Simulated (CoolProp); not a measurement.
A simple Rankine cycle with R152A: condensing at 320.15 K, boiler at 2.94 MPa, turbine inlet 379.1 K, turbine efficiency 0.6, pump efficiency 0.6, no recuperator. Each further row changes one setting.

Computed with CoolProp (reference Helmholtz-energy equation of state, Outcalt 1996). It is a modified Benedict-Webb-Rubin equation, recast in Helmholtz form.

| case | thermal efficiency (%) | net work (kJ/kg) | heat in (kJ/kg) | turbine exit temperature (K) | volume ratio over the turbine |
|---|---|---|---|---|---|
| as stated | ? | 15.9 | 286 | 334.6 | 2.92 |
| turbine inlet 399.1 K | 5.8 | 18.8 | 322 | 358.8 | 2.82 |
| condensing temperature 312.15 K | 6.6 | 19.7 | 301 | 327.1 | 3.62 |
| boiler pressure 2.06 MPa | 4.0 | 12.4 | 310 | ? | ? |
| turbine efficiency 0.5 | 4.4 | 12.6 | 286 | 336.9 | 2.96 |

**Question.** Fill in the missing entries.

**Answer.** 
- as stated, thermal efficiency (%): 5.6
- boiler pressure 2.06 MPa, turbine exit temperature (K): 354.5
- boiler pressure 2.06 MPa, volume ratio over the turbine: 1.93
